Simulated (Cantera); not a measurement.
A Cantera script and what it prints.

```python
import numpy as np
import cantera as ct

gas_names = """
    CL CL2 H HCL H2 Si SiCL SiCL2 SiCL3 SiCL4 SiH SiHCL3 SiH2 SiH2CL2 SiH3 SiH3CL SiH4 Si2 Si3
""".split()
cond_names = """
    Si(cr) Si(L)
""".split()


# ... load() reads the species with a 1 bar reference pressure and builds the phases ...
atoms = {
    'SiCl4': {'Si': 1, 'CL': 4},
    'HCl': {'H': 1, 'CL': 1},
    'H2': {'H': 2},
}
top_T = {}  # K; cautious upper limits of use, not melting points


# ... equilibrate(T, P, feed) seeds the gas with the atoms and calls Mixture.equilibrate('TP', solver="vcs", rtol=1e-11, max_steps=5000) ...
results = []
feed = {'SiCl4': 1, 'HCl': 4.6, 'H2': 4.7}  # mol
P = 72000  # Pa
for T in [673, 773, 873, 973, 1073, 1173, 1273, 1373, 1473, 1573]:
    mix = equilibrate(T, P, feed)
    results.append((T, P, feed, dict(zip(mix.species_names, mix.species_moles))))
    x = sorted(zip(gas.X, gas.species_names), reverse=True)
    print(f"T = {T:g} K  P = {P:g} Pa  gas = {mix.phase_moles(0):.4g} mol")
    print("   x: " + "  ".join(f"{s} {v:.3e}" for v, s in x if v > 0.001))
    print("   condensed (mol): " + ("  ".join(f"{mix.phase(i).name} {mix.phase_moles(i):.4g}"
          for i in range(1, mix.n_phases) if mix.phase_moles(i) > 1e-12) or "none"))
```

It prints:

```
T = 673 K  P = 72000 Pa  gas = 10.3 mol
   x: H2 4.563e-01  HCL 4.466e-01  SiCL4 9.707e-02
   condensed (mol): none
T = 773 K  P = 72000 Pa  gas = 10.3 mol
   x: H2 4.562e-01  HCL 4.467e-01  SiCL4 9.702e-02
   condensed (mol): none
T = 873 K  P = 72000 Pa  gas = 10.3 mol
   x: H2 4.561e-01  HCL 4.468e-01  SiCL4 9.687e-02
   condensed (mol): none
T = 973 K  P = 72000 Pa  gas = 10.3 mol
   x: H2 4.557e-01  HCL 4.472e-01  SiCL4 9.652e-02
   condensed (mol): none
T = 1073 K  P = 72000 Pa  gas = 10.3 mol
   x: H2 4.550e-01  HCL 4.479e-01  SiCL4 9.580e-02  SiHCL3 1.193e-03
   condensed (mol): none
T = 1173 K  P = 72000 Pa  gas = 10.3 mol
   x: H2 4.537e-01  HCL 4.492e-01  SiCL4 9.437e-02  SiHCL3 2.221e-03
   condensed (mol): none
T = 1273 K  P = 72000 Pa  gas = 10.31 mol
   x: HCL 4.520e-01  H2 4.511e-01  SiCL4 9.137e-02  SiHCL3 3.644e-03  SiCL3 1.732e-03
   condensed (mol): none
T = 1373 K  P = 72000 Pa  gas = 10.34 mol
   x: HCL 4.582e-01  H2 4.451e-01  SiCL4 8.483e-02  SiHCL3 5.213e-03  SiCL3 5.158e-03  SiCL2 1.450e-03
   condensed (mol): none
T = 1473 K  P = 72000 Pa  gas = 10.43 mol
   x: HCL 4.718e-01  H2 4.322e-01  SiCL4 7.169e-02  SiCL3 1.157e-02  SiCL2 6.391e-03  SiHCL3 6.169e-03
   condensed (mol): none
T = 1573 K  P = 72000 Pa  gas = 10.59 mol
   x: HCL 4.951e-01  H2 4.104e-01  SiCL4 5.175e-02  SiCL3 1.884e-02  SiCL2 1.804e-02  SiHCL3 5.687e-03
   condensed (mol): none
```

Equilibrium computed with Cantera from the NASA thermochemical tables; the gas is ideal and each condensed phase is pure. The tables' values for SiCl3 are old estimates; treat these amounts as uncertain.
